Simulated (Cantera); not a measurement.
An isothermal, constant-pressure homogeneous reactor starts with 0.879 % H2, 79.9 % O2, 19.2 % N2, equivalence ratio 0.0055, at 1275 K and 0.00290 bar.

Cantera simulation using the H2/O2 subset of GRI-Mech 3.0, which has no nitrogen chemistry; the numbers are that mechanism's predictions, not measurements. Radical loss at walls, strong at low pressure, is not modelled.

x: mole fraction; the columns are a selection and need not sum to one.

```tsv
t (s)	x H2	x O2	x O	x H2O2	x H	x OH	x HO2
2.00e-5	0.00879	0.799	5.92e-12	<1e-12	1.01e-10	5.91e-12	1.07e-10
8.60e-5	0.00879	0.799	9.64e-11	<1e-12	3.64e-10	9.56e-11	4.58e-10
0.000369	0.00879	0.799	1.17e-9	<1e-12	9.00e-10	___	1.97e-9
0.00159	0.00879	0.799	1.02e-8	1.89e-12	2.08e-9	___	8.46e-9
0.00682	0.00879	0.799	2.25e-7	3.24e-11	2.59e-8	___	3.64e-8
0.0293	0.00509	0.796	0.00251	7.74e-9	0.000317	___	1.97e-7
0.126	3.90e-5	0.791	0.00763	3.05e-9	0.000353	0.000861	1.29e-7
0.541	3.66e-5	0.792	0.00712	3.02e-9	0.000319	0.000834	1.25e-7
2.33	2.81e-5	0.793	0.00540	2.88e-9	0.000212	___	1.10e-7
10.0	1.17e-5	0.796	0.00220	2.30e-9	5.56e-5	___	7.05e-8
```

Task: Fill in the missing entries.

Result: 
- 0.000369, x OH: 1.13e-9
- 0.00159, x OH: 8.87e-9
- 0.00682, x OH: 1.71e-7
- 0.0293, x OH: 0.00141
- 2.33, x OH: 0.000731
- 10.0, x OH: 0.000473
